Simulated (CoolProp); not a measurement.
The numbers come from the reference Helmholtz-energy equation of state, Fiedler 2023 in CoolProp.

Q: Give the vapour pressure (bar), liquid density (kg/m³), vapour density (kg/m³), enthalpy of vaporisation (kJ/kg) of saturated tetrahydrofuran at 350.8, 408.6, 456.7 K.

A: 
```csv
T (K),p (bar),liquid density (kg/m³),vapour density (kg/m³),enthalpy of vaporisation (kJ/kg)
350.8,1.46,822,3.75,407
408.6,6.26,749,14.9,358
456.7,15.5,677,37.2,303
```
